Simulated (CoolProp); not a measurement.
Vapour-liquid equilibrium of cyclohexane (1) + n-heptane (2) at 464 K; x and y are mole fractions of (1).

Computed with CoolProp (multi-fluid Helmholtz-energy mixture model, Zhou 2014 and Span 2003; pair parameters Bell 2016).

```json
[
 {"x": "0.05", "bubble pressure (bar)": "8.513", "y at the bubble point": "0.063", "dew pressure at overall composition x (bar)": "8.479", "liquid density (mol/L)": "5.158"},
 {"x": "0.15", "bubble pressure (bar)": "8.839", "y at the bubble point": "0.184", "dew pressure at overall composition x (bar)": "8.744", "liquid density (mol/L)": "5.308"},
 {"x": "0.25", "bubble pressure (bar)": "9.169", "y at the bubble point": "0.299", "dew pressure at overall composition x (bar)": "9.024", "liquid density (mol/L)": "5.465"},
 {"x": "0.35", "bubble pressure (bar)": "9.500", "y at the bubble point": "0.408", "dew pressure at overall composition x (bar)": "9.320", "liquid density (mol/L)": "5.633"},
 {"x": "0.45", "bubble pressure (bar)": "9.831", "y at the bubble point": "0.511", "dew pressure at overall composition x (bar)": "9.631", "liquid density (mol/L)": "5.810"},
 {"x": "0.55", "bubble pressure (bar)": "10.16", "y at the bubble point": "0.609", "dew pressure at overall composition x (bar)": "9.959", "liquid density (mol/L)": "5.998"},
 {"x": "0.65", "bubble pressure (bar)": "10.49", "y at the bubble point": "0.703", "dew pressure at overall composition x (bar)": "10.30", "liquid density (mol/L)": "6.199"},
 {"x": "0.75", "bubble pressure (bar)": "10.81", "y at the bubble point": "0.792", "dew pressure at overall composition x (bar)": "10.66", "liquid density (mol/L)": "6.413"},
 {"x": "0.85", "bubble pressure (bar)": "11.13", "y at the bubble point": "0.877", "dew pressure at overall composition x (bar)": "11.03", "liquid density (mol/L)": "6.642"},
 {"x": "0.95", "bubble pressure (bar)": "11.45", "y at the bubble point": "0.960", "dew pressure at overall composition x (bar)": "11.41", "liquid density (mol/L)": "6.888"}
]
```

No azeotrope shows between x = 0.05 and 0.95.

The pair parameters rest on a limited set of measurements; away from them the model extrapolates.
